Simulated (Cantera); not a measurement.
An isothermal, constant-pressure homogeneous reactor starts with 0.327 % CH₄, 0.594 % O₂, 99.1 % N₂, at 1550 K and 10.0 bar.

Computed with Cantera and GRI-Mech 3.0 (53 species, 325 reactions).

x: mole fraction; the columns are a selection and need not sum to one.

```csv
t (s),x CH₄,x O₂,x H,x NO,x CH₂,x H₂,x C₂H₂
7.00e-5,0.00327,0.00594,1.71e-8,<1e-12,2.49e-11,7.51e-7,7.03e-12
0.000234,0.00325,0.00594,2.88e-8,1.24e-12,1.71e-10,3.49e-6,1.10e-9
0.000780,0.00318,0.00591,8.50e-8,1.01e-11,8.77e-10,2.51e-5,1.16e-7
0.00260,0.00235,___,1.03e-6,5.71e-10,1.54e-8,0.000447,2.17e-5
0.00868,<1e-12,___,8.22e-6,3.50e-6,<1e-12,0.000516,<1e-12
0.0290,<1e-12,___,1.19e-6,3.45e-6,<1e-12,0.000532,<1e-12
0.0967,<1e-12,___,3.56e-7,3.41e-6,<1e-12,0.000535,<1e-12
0.323,<1e-12,3.03e-10,2.43e-7,3.34e-6,<1e-12,0.000537,<1e-12
1.08,<1e-12,1.78e-10,2.40e-7,3.14e-6,<1e-12,0.000537,<1e-12
3.59,<1e-12,1.73e-10,2.37e-7,2.68e-6,<1e-12,0.000537,<1e-12
12.0,<1e-12,1.69e-10,2.34e-7,1.93e-6,<1e-12,0.000536,<1e-12
40.0,<1e-12,1.67e-10,2.33e-7,1.04e-6,<1e-12,0.000536,<1e-12
```

### Question
Fill in the missing entries.

### Answer

- 0.00260, x O₂: 0.00542
- 0.00868, x O₂: 1.09e-6
- 0.0290, x O₂: 4.82e-8
- 0.0967, x O₂: 4.85e-9
